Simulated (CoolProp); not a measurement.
A simple Rankine cycle with R113: condensing at 297.15 K, boiler at 2.2 MPa, turbine inlet 473.2 K, turbine efficiency 0.7, pump efficiency 0.7, no recuperator. Each further row changes one setting.

The numbers come from the reference Helmholtz-energy equation of state, Marx 1992 in CoolProp.

```json
[
 {"case": "as stated", "thermal efficiency (%)": "16.9", "net work (kJ/kg)": "43.1", "heat in (kJ/kg)": "255", "turbine exit temperature (K)": "384.0", "volume ratio over the turbine": "60.0"},
 {"case": "turbine inlet 493.2 K", "thermal efficiency (%)": "16.9", "net work (kJ/kg)": "46.4", "heat in (kJ/kg)": "275", "turbine exit temperature (K)": "406.1", "volume ratio over the turbine": "56.0"},
 {"case": "condensing temperature 289.15 K", "thermal efficiency (%)": "17.8", "net work (kJ/kg)": "46.7", "heat in (kJ/kg)": "262", "turbine exit temperature (K)": "378.9", "volume ratio over the turbine": "82.3"},
 {"case": "boiler pressure 1.54 MPa", "thermal efficiency (%)": "15.9", "net work (kJ/kg)": "42.2", "heat in (kJ/kg)": "265", "turbine exit temperature (K)": "398.6", "volume ratio over the turbine": "37.2"},
 {"case": "turbine efficiency 0.6", "thermal efficiency (%)": "14.4", "net work (kJ/kg)": "36.7", "heat in (kJ/kg)": "255", "turbine exit temperature (K)": "392.7", "volume ratio over the turbine": "61.4"}
]
```
